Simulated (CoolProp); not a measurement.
Vapour-liquid equilibrium of CF4 (R14) (1) + R13 (2) at 191.4 K; x and y are mole fractions of (1).

Model: multi-fluid Helmholtz-energy mixture model, Platzer 1990 and Platzer 1990; pair parameters Bell 2016, in CoolProp. This equation is an older, rougher fit; its heat capacities, sound speeds and derivatives of the liquid may be far off and weren't checked against measurements.

```
x      bubble pressure (kPa)  y at the bubble point  dew pressure at overall composition x (kPa)  liquid density (mol/L)
-----  ---------------------  ---------------------  -------------------------------------------  ----------------------
0.05                   165.2                  0.413                                        104.6                   14.62
0.125                  257.5                  0.640                                        113.2                   14.70
0.2                    343.0                  0.743                                        123.4                   14.78
0.275                  422.6                  0.803                                        135.5                   14.85
0.35                   497.6                  0.843                                        150.2                   14.91
0.425                  568.9                  0.872                                        168.4                   14.96
0.5                    637.8                  0.895                                        191.6                   15.01
0.575                  705.4                  0.914                                        222.1                   15.05
0.65                   772.8                  0.931                                        263.9                   15.07
0.725                  841.4                  0.946                                        324.3                   15.08
0.8                    912.5                  0.961                                        418.3                   15.07
0.875                  987.6                  0.975                                        578.0                   15.04
0.95                    1068                  0.990                                        860.3                   14.99
```

No azeotrope shows between x = 0.05 and 0.95.

The pair parameters rest on a limited set of measurements; away from them the model extrapolates. The gap from Raoult's law changes sign with composition, which may be real or a fault of the pair parameters; it wasn't checked against measurements.
